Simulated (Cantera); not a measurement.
Charge: 1 mol HI, 4.5 mol O2, 0.36 mol N2, 0.86 mol H2, at 210 Pa.

These are equilibrium values from Cantera (NASA tables, ideal gas, pure condensed phases), not measurements of a reactor. Candidate condensed phases: H2O, I2; 27 gas species. Rates play no part.

### Question
At 1448 K, list the 5 most abundant gas species with their mole fractions, and the condensed phases.

### Answer
O2 0.584, H2O 0.208, I 0.153, N2 0.0548, OH 0.000425. Condensed: gas only.
